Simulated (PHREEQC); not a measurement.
Consider water at 25 °C with 1.7 mmol/kgw AlCl3 and 0.26 mmol/kgw Al(NO3)3. Closed to the air; pH follows from the charge balance.

Model: ion-association model, phreeqc.dat, run in PHREEQC.

No solid was allowed to form.

Question: Order these Al species by the share of Al that they hold, largest first: Al+3, Al(OH)2+, AlOH+2.

Answer: Al+3 (94 %), AlOH+2 (5.5 %), Al(OH)2+ (0.29 %)

The pH is 3.96 and the ionic strength 0.0115 mol/kgw. Saturation is exceeded, for instance for Gibbsite (slow to form); the values hold only as long as no solid forms.
